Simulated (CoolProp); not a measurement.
R1224YDZ at several states: Z from the reference equation and from simpler models built on Tc = 155.5 °C, pc = 3.334 MPa, ω = 0.325; each cubic takes its own stable root.

Model: reference Helmholtz-energy equation of state, Akasaka 2023, in CoolProp.

| T (°C) | p (MPa) | phase | reference | van der Waals | Soave-Redlich-Kwong | Peng-Robinson |
|---|---|---|---|---|---|---|
| -34.05 | 0.158 | liquid | 0.007807 | 0.9433 | 0.008754 | 0.007772 |
| 15.45 | 18.1 | liquid | 0.7803 | 1.242 | 0.8575 | 0.7638 |
| 142.15 | 1.18 | gas | 0.8463 | 0.8730 | 0.8502 | 0.8368 |

At some of these states van der Waals gives the other phase, because its saturation line lies elsewhere.
